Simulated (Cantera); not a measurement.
A closed system holds: 1 mol Si(CH3)4, 2000 mol H2, equilibrated at 1575 K and 11.0 mbar.

Equilibrium computed with Cantera from the NASA thermochemical tables; the gas is ideal and each condensed phase is pure. Candidate condensed phases: C, C6H6, C7H8, C8H18, Si, SiC; 87 gas species. Equilibrium is a limit: real reactors are often held back by kinetics, nucleation or transport.

Base state: H2 1.000, H 0.000396, C2H2 (acetylene) 2.11e-5, CH4 2.00e-5 (mole fractions); condensed: C(graphite) + SiC(s).

Q: What changes in the equilibrium state with this change: temperature from 1575 K to 1925 K?

A: 
```
species             before     after
----------------  --------  --------
H2                   1.000     0.990
H                 0.000396   0.00907
C2H2 (acetylene)   2.11e-5  0.000454
Si                 5.03e-8   6.50e-5
CH4                2.00e-5   5.64e-6
C(graphite), mol      2.88      1.30
SiC(s), mol          1.000     0.843
```

Q: What changes in the equilibrium state with this change: temperature from 1575 K to 2050 K?

A: 
| species | before | after |
|---|---|---|
| H2 | 1.000 | 0.977 |
| H | 0.000396 | 0.0214 |
| C2H2 (acetylene) | 2.11e-5 | 0.000956 |
| Si | 5.03e-8 | 0.000414 |
| SiC2 | <1e-9 | 1.98e-5 |
| Si2C | <1e-9 | 1.20e-5 |
| SiH | 1.26e-8 | 2.60e-5 |
| CH4 | 2.00e-5 | 3.76e-6 |
| C(graphite), mol | 2.88 | 0 |
| SiC(s), mol | 1.000 | 0 |
